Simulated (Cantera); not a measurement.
What does this Cantera script print?

```python
import numpy as np
import cantera as ct

gas = ct.Solution("gri30.yaml")
gas.TPX = 500, 41000, {'CH4': 1, 'C2H6': 0.28, 'O2': 2.71, 'N2': 10.2}
inlet = ct.Reservoir(gas, clone=True)
gas.equilibrate("HP")  # start burning
reactor = ct.IdealGasConstPressureReactor(gas, energy="on", clone=False)
exhaust = ct.Reservoir(gas, clone=True)
tau = [0.091, 0.038, 0.016, 0.0065, 0.0027, 0.0011, 0.00047, 0.0002, 8.1e-05, 3.4e-05, 1.4e-05][0]
for a, b in ((inlet, reactor), (reactor, exhaust)):
    ct.MassFlowController(a, b, mdot=lambda t: reactor.mass / tau)
net = ct.ReactorNet([reactor])
show = ['CH4', 'C2H6', 'O2', 'HO2', 'C2H2']

rows = []
print(f"{'tau/s':>10s}{'T/K':>9s}" + "".join(f"{s:>11s}" for s in show))
for tau in [0.091, 0.038, 0.016, 0.0065, 0.0027, 0.0011, 0.00047, 0.0002, 8.1e-05, 3.4e-05, 1.4e-05]:
    net.initial_time = 0.0
    net.advance(30 * tau)
    before = gas.X
    net.advance(40 * tau)
    drift = np.max(np.abs(gas.X - before) / (gas.X + 1e-9))
    rows.append([gas.T, *gas[show].X, drift])
    print(f"{tau:10.3e}{gas.T:9.1f}" + "".join(f"{x:11.3e}" for x in gas[show].X))
```

Result:

```
     tau/s      T/K        CH4       C2H6         O2        HO2       C2H2
 9.100e-02   2271.3  3.569e-06  1.172e-07  3.947e-03  4.863e-07  4.677e-07
 3.800e-02   2240.1  6.625e-06  2.716e-07  5.282e-03  6.304e-07  7.923e-07
 1.600e-02   2196.7  1.219e-05  6.121e-07  7.063e-03  8.393e-07  1.217e-06
 6.500e-03   2141.2  2.384e-05  1.402e-06  9.239e-03  1.152e-06  1.798e-06
 2.700e-03   2082.3  4.859e-05  3.141e-06  1.150e-02  1.584e-06  2.651e-06
 1.100e-03   2023.5  1.082e-04  7.353e-06  1.397e-02  2.248e-06  4.328e-06
 4.700e-04   1971.6  2.520e-04  1.747e-05  1.696e-02  3.435e-06  8.243e-06
 2.000e-04   1912.4  6.951e-04  4.842e-05  2.264e-02  7.167e-06  2.210e-05
 8.100e-05    500.0  7.047e-02  1.973e-02  1.910e-01  1.624e-17  1.823e-17
 3.400e-05    500.0  7.047e-02  1.973e-02  1.910e-01  6.232e-19  6.992e-19
 1.400e-05    500.0  7.047e-02  1.973e-02  1.910e-01  5.629e-22  5.946e-22
```

Computed with Cantera and GRI-Mech 3.0 (53 species, 325 reactions).
